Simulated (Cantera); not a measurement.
Input: 1 mol SiF4, 10 mol N2O, a varied amount of H2, equilibrated at 777 °C and 280 Pa.

These are equilibrium values from Cantera (NASA tables, ideal gas, pure condensed phases), not measurements of a reactor. Candidate condensed phases: H2O, Si, SiO2, Si2N2O, Si3N4; 58 gas species. The numbers say what is thermodynamically allowed, not how fast it happens.

Problem. At 1.5 mol H2, list the 4 most abundant gas species with their mole fractions, and the condensed phases.

Solution. N2 0.575, O2 0.244, HF 0.147, SiF4 0.0206. Condensed: SiO2(β-quartz).
